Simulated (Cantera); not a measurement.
What does this Cantera script print?

```python
import numpy as np
import cantera as ct

gas_names = """
    CL CLO CL2 H HCL HOCL HO2 H2 H2O H2O2 O OH O2 O3 Ti TiCL TiCL2 TiCL3 TiCL4 TiO TiOCL TiOCL2 TiO2
""".split()
cond_names = """
    H2O(s) H2O(L) Ti(a) Ti(b) Ti(L) TiCL2(s) TiCL3(s) TiCL4(L) TiO(a) TiO(b) TiO(L) TiO2(ru) TiO2(L)
    Ti2O3(a) Ti2O3(b) Ti2O3(L) Ti3O5(a) Ti3O5(b) Ti3O5(L) Ti4O7(s) Ti4O7(L)
""".split()


# ... load() reads the species with a 1 bar reference pressure and builds the phases ...
atoms = {
    'TiO2': {'Ti': 1, 'O': 2},
    'HCl': {'H': 1, 'CL': 1},
    'H2': {'H': 2},
}
top_T = {'TiCL2(s)': 1300, 'TiCL3(s)': 1000}  # K; cautious upper limits of use, not melting points


# ... equilibrate(T, P, feed) seeds the gas with the atoms and calls Mixture.equilibrate('TP', solver="vcs", rtol=1e-11, max_steps=5000) ...
results = []
feed = {'TiO2': 1, 'HCl': 1.9, 'H2': 12}  # mol
P = 1000  # Pa
for T in [1150, 1200, 1250, 1300, 1350, 1400, 1450, 1500, 1550, 1600, 1650, 1700, 1750]:
    mix = equilibrate(T, P, feed)
    results.append((T, P, feed, dict(zip(mix.species_names, mix.species_moles))))

top = {s: max(r[3][s] / sum(r[3][g] for g in gas_names) for r in results) for s in gas_names}
cols = sorted((s for s in top if top[s] > 0.0001), key=lambda s: -top[s])[:7]
seen = [c for c in cond_names if any(r[3].get(c, 0) > 1e-12 for r in results)]
print("log10 of partial pressures in bar; condensed amounts in mol")
print(f"{'T/K':>10s}" + "".join(f"{s[:9]:>10s}" for s in cols + seen))
for T, P, feed, n in results:
    ng = sum(n[g] for g in gas_names)
    print(f"{T:10.4g}" + "".join(f"{np.log10(max(n[s] / ng * P / 1e5, 1e-99)):10.3f}" for s in cols)
          + "".join(f"{n.get(c, 0):10.4g}" for c in seen))
```

It prints:

```
log10 of partial pressures in bar; condensed amounts in mol
       T/K        H2       HCL       H2O         H        CL  TiO2(ru)  Ti3O5(b)  Ti4O7(s)
      1150    -2.064    -2.864    -5.290    -8.159    -9.015    0.9719         0  0.007006
      1200    -2.064    -2.864    -5.038    -7.737    -8.599    0.9493         0   0.01268
      1250    -2.065    -2.864    -4.805    -7.348    -8.216     0.913         0   0.02175
      1300    -2.065    -2.864    -4.589    -6.989    -7.862    0.8568         0   0.03579
      1350    -2.066    -2.864    -4.389    -6.656    -7.533    0.7728         0   0.05679
      1400    -2.067    -2.864    -4.202    -6.347    -7.228    0.6509         0   0.08727
      1450    -2.069    -2.864    -4.028    -6.059    -6.943     0.479         0    0.1302
      1500    -2.071    -2.864    -3.866    -5.790    -6.677    0.2428         0    0.1893
      1550    -2.073    -2.864    -3.745    -5.538    -6.428         0         0      0.25
      1600    -2.073    -2.865    -3.745    -5.301    -6.195         0         0      0.25
      1650    -2.073    -2.865    -3.745    -5.078    -5.976         0         0      0.25
      1700    -2.074    -2.865    -3.745    -4.868    -5.769         0         0      0.25
      1750    -2.077    -2.866    -3.621    -4.672    -5.573         0    0.3333         0
```

These are equilibrium values from Cantera (NASA tables, ideal gas, pure condensed phases), not measurements of a reactor. Mutual solubility and eutectic melting of coexisting phases are not modelled. Condensed phases not in the tables: Magnéli phases beyond Ti4O7, TiOCl.
